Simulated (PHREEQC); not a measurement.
Dissolve 0.12 mol NaH2PO4, 0.038 mol KOH and 0.084 mol NaCl per kg of water at 52 °C. Closed to the air; pH follows from the charge balance.

Equilibrium calculation in PHREEQC: ion-association model, wateq4f.dat.

No solid was allowed to form.

Problem. What pH, activity of water, ionic strength does the model give?

Solution. pH 6.31; activity of water 0.992; ionic strength 0.272 mol/kgw.

Problem. In which forms is Na present?

Solution. Na+ 98 %, NaHPO4- 1.6 % of the Na.

H3PO4, which wateq4f.dat lacks, is added to it with the constant of phreeqc.dat. Away from 25 °C the constants follow the database's enthalpies or fits; those with neither stay at their 25 °C values.
